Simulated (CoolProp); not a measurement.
The numbers come from the reference Helmholtz-energy equation of state, Span 2000 in CoolProp.

Problem. For nitrogen, give the phase and the density (kg/m³), cv (kJ/(kg K)), Joule-Thomson coefficient (K/MPa), expansivity (1/kK) at 149.3 K and 46.2 bar; 203.9 K and 46.2 bar.

Solution. 
- 149.3 K and 46.2 bar: supercritical; density 152, cv 0.873, Joule-Thomson coefficient 6.41, expansivity 21.0
- 203.9 K and 46.2 bar: supercritical; density 83.3, cv 0.775, Joule-Thomson coefficient 3.81, expansivity 6.89
